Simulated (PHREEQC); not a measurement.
## Acid rinse or clean: speciation

Solution (55 °C): 0.022 mol HBr, 0.24 mol AlCl3 and 8.8e-05 mol CuCl2 per kg of water. Closed to the air; pH follows from the charge balance.

Model: ion-association model, phreeqc.dat, run in PHREEQC.

No solid was allowed to form.

Q: Estimate the pH.

A: pH 1.79.

Q: In which forms is Cu present?

A: CuCl+ 53 %, Cu+2 41 %, CuCl2 6.3 % of the Cu.

The ionic strength is past about 0.7 mol/kgw, beyond the range of this activity model, so the values are rough. At this temperature some constants are extrapolated from 25 °C, and those without enthalpy data are left unchanged.
